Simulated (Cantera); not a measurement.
Cantera run, input and output.

```python
import numpy as np
import cantera as ct

gas = ct.Solution("gri30.yaml")
gas.TPX = 1898, 370, {'C2H6': 1, 'N2': 2}
reactor = ct.IdealGasConstPressureReactor(gas, energy="off", clone=False)
net = ct.ReactorNet([reactor])
net.rtol, net.atol = 1e-08, 1e-18
show = ['C2H6', 'CH3', 'CH4', 'H2', 'C2H4']
times = np.geomspace(5e-06, 2, 9)

steps = ct.SolutionArray(gas, extra=["t"])
rows = []
print(f"{'t/s':>10s}{'T/K':>9s}{'P/Pa':>11s}" + "".join(f"{s:>11s}" for s in show))
for t in times:
    while net.time < t:
        t_next = net.step()
        steps.append(gas.state, t=t_next)
    rows.append([np.interp(t, steps.t, y) for y in (steps.T, steps.P, *steps(*show).X.T)])
    print(f"{t:10.3e}{rows[-1][0]:9.1f}{rows[-1][1]:11.4g}" + "".join(f"{x:11.3e}" for x in rows[-1][2:]))
rate = np.gradient(steps.T, steps.t)
print("integrator steps:", len(steps.t))
if steps.T.max() > steps.T[0] + 200:
    print(f"time of steepest temperature rise: {steps.t[rate.argmax()]:.4e} s")
gas.TPX = 1898, 370, {'C2H6': 1, 'N2': 2}
gas.equilibrate("TP")
print(f"equilibrium (TP): T = {gas.T:.1f} K  " + "  ".join(f"{s} {gas[s].X[0]:.3e}" for s in show))
```

It prints:

```
       t/s      T/K       P/Pa       C2H6        CH3        CH4         H2       C2H4
 5.000e-06   1898.0        370  3.278e-01  8.125e-03  3.098e-05  3.436e-06  1.128e-06
 2.507e-05   1898.0        370  3.064e-01  3.761e-02  7.300e-04  2.540e-04  1.321e-04
 1.257e-04   1898.0        370  1.983e-01  1.186e-01  1.246e-02  2.118e-02  1.637e-02
 6.306e-04   1898.0        370  6.996e-03  1.038e-01  7.743e-02  1.571e-01  8.773e-02
 3.162e-03   1898.0        370  8.333e-05  1.610e-02  7.418e-02  2.911e-01  1.932e-02
 1.586e-02   1898.0        370  1.540e-05  5.415e-03  5.400e-02  3.337e-01  2.186e-03
 7.953e-02   1898.0        370  3.734e-06  2.537e-03  2.971e-02  3.639e-01  4.485e-04
 3.988e-01   1898.0        370  2.958e-07  8.111e-04  6.404e-03  3.905e-01  3.955e-05
 2.000e+00   1898.0        370  8.134e-10  6.658e-05  2.028e-04  3.952e-01  4.138e-06
integrator steps: 1449
equilibrium (TP): T = 1898.0 K  C2H6 2.716e-12  CH3 3.956e-06  CH4 9.618e-06  H2 3.943e-01  C2H4 2.340e-06
```

Cantera simulation using GRI-Mech 3.0 (53 species, 325 reactions); the numbers are that mechanism's predictions, not measurements. GRI-Mech 3.0 stops at C3 and has no aromatics, soot or wall deposition, so with more carbon than oxygen in the feed, carbon stays in small species such as C2H2 where larger ones or solid carbon would form. Radical loss at walls, strong at low pressure, is not modelled.
